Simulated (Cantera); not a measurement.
**Pyrogenic steam for wet oxidation**

An isothermal, constant-pressure homogeneous reactor starts with H₂ : O₂ : N₂ = 0.42 : 0.12 : 15 (molar parts), at 1050 K and 1.00 bar.

Detailed kinetics in Cantera: GRI-Mech 3.0 (53 species, 325 reactions).

| t (s) | x H₂ | x O₂ | x NO₂ | x H | x NO | x H₂O |
|---|---|---|---|---|---|---|
| 1.00e-5 | 0.0270 | 0.00772 | <1e-12 | 5.46e-12 | <1e-12 | <1e-12 |
| 4.60e-5 | 0.0270 | 0.00772 | <1e-12 | 2.69e-11 | <1e-12 | 5.44e-12 |
| 0.000211 | 0.0270 | 0.00772 | <1e-12 | 2.27e-10 | <1e-12 | 2.13e-10 |
| 0.000972 | 0.0270 | 0.00772 | <1e-12 | 4.90e-8 | <1e-12 | 8.63e-8 |
| 0.00447 | 0.0109 | 1.19e-5 | <1e-12 | 0.00150 | 2.90e-7 | 0.0155 |
| 0.0206 | 0.0116 | 1.30e-8 | <1e-12 | 0.000176 | 2.85e-7 | 0.0156 |
| 0.0946 | 0.0117 | 4.87e-10 | <1e-12 | 3.45e-5 | 2.40e-7 | 0.0156 |
| 0.435 | 0.0117 | 2.67e-11 | <1e-12 | 7.24e-6 | 1.44e-7 | 0.0156 |
| 2.00 | 0.0117 | 1.45e-12 | <1e-12 | 1.56e-6 | 5.44e-8 | 0.0156 |
x: mole fraction; the columns are a selection and need not sum to one.

Equilibrium at this temperature and pressure: H₂ 0.0117, O₂ <1e-12, NO₂ <1e-12, H 8.82e-10, NO <1e-12, H₂O 0.0156 (gas phase only).
